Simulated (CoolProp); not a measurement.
The numbers come from the reference Helmholtz-energy equation of state, Wagner 2002 in CoolProp.

Q: For water, give the phase and the cv (kJ/(kg K)), Prandtl number at 307.65 °C and 101 kPa; 359.45 °C and 101 kPa; 411.35 °C and 101 kPa.

A: 
- 307.65 °C and 101 kPa: gas; cv 1.55, Prandtl number 0.938
- 359.45 °C and 101 kPa: gas; cv 1.58, Prandtl number 0.931
- 411.35 °C and 101 kPa: gas; cv 1.61, Prandtl number 0.925

Viscosity comes from a separate model (Huber 2009). Thermal conductivity comes from a separate model (Huber 2012).
